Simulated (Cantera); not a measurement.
Gas mixture: 100 % O₂, at 0.825 Torr, frozen composition.

Cantera's kinetic-theory transport with the Lennard-Jones parameters of GRI-Mech 3.0, ideal gas; thermal conductivity in the mixture-averaged form.

D: mixture-averaged diffusion coefficient of that species in the mixture.

| T (K) | ρ (kg/m³) | cp (J/kg/K) | μ (µPa s) | λ (mW/m/K) | Pr | D (cm²/s) CH₃ | D (cm²/s) NH₃ | D (cm²/s) C₂H₂ |
|---|---|---|---|---|---|---|---|---|
| 400 | 0.00106 | 941.4 | 25.6 | 33.9 | 0.713 | 349 | 355 | … |
| 650 | 0.000651 | 1017 | 36.0 | 51.6 | 0.709 | 807 | 864 | … |
| 900 | 0.000470 | 1074 | 44.7 | 67.6 | 0.710 | 1400 | 1530 | … |
| 1150 | 0.000368 | 1109 | 52.5 | 82.2 | 0.708 | 2110 | 2340 | … |
| 1400 | 0.000302 | 1134 | 59.7 | 95.7 | 0.707 | 2930 | 3270 | … |
| 1650 | 0.000257 | 1155 | 66.4 | 108 | 0.707 | 3840 | 4310 | … |
| 1900 | 0.000223 | 1174 | 72.7 | 121 | 0.707 | 4860 | 5460 | … |

Some entries are withheld; supply them.


- 400, D (cm²/s) C₂H₂: 258
- 650, D (cm²/s) C₂H₂: 604
- 900, D (cm²/s) C₂H₂: 1050
- 1150, D (cm²/s) C₂H₂: 1590
- 1400, D (cm²/s) C₂H₂: 2210
- 1650, D (cm²/s) C₂H₂: 2900
- 1900, D (cm²/s) C₂H₂: 3670
